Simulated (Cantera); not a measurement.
Input: 1 mol Fe(CO)5, 2.9 mol O2, 0.11 mol H2, equilibrated at 1025 K and 21.8 Torr.

These are equilibrium values from Cantera (NASA tables, ideal gas, pure condensed phases), not measurements of a reactor. Candidate condensed phases: C, C6H6, C7H8, C8H18, Fe, Fe(CO)5, FeO, Fe(OH)2, Fe(OH)3, Fe2O3, Fe3O4, H2O; 114 gas species. The tables' stoichiometric FeO is somewhat more stable than real wüstite, so its field is too wide. FeO: taken at fixed stoichiometry. Rates play no part.

Base state: CO2 0.919, CO 0.0590, H2O 0.0199, H2 0.00165 (mole fractions); condensed: FeO(s).

Problem. What changes in the equilibrium state with this change: Fe(CO)5 replaced by PbO?

Solution. 
```
species            before    after
----------------  -------  -------
O2                  <1e-9    0.963
H2O                0.0199   0.0372
PbO                     0  2.36e-5
CO2                 0.919        0
CO                 0.0590        0
H2                0.00165    <1e-9
FeO(s), mol          1.00        0
PbO(yellow), mol        0    1.000
```
Further candidate phases: Pb, PbO, PbO2, Pb3O4.

Problem. What changes in the equilibrium state with this change: Fe(CO)5 replaced by HgO?

Solution. 
| species | before | after |
|---|---|---|
| O2 | <1e-9 | 0.751 |
| Hg | 0 | 0.224 |
| H2O | 0.0199 | 0.0247 |
| CO2 | 0.919 | 0 |
| CO | 0.0590 | 0 |
| H2 | 0.00165 | <1e-9 |
| FeO(s), mol | 1.00 | 0 |
Further candidate phases: Hg, HgO.
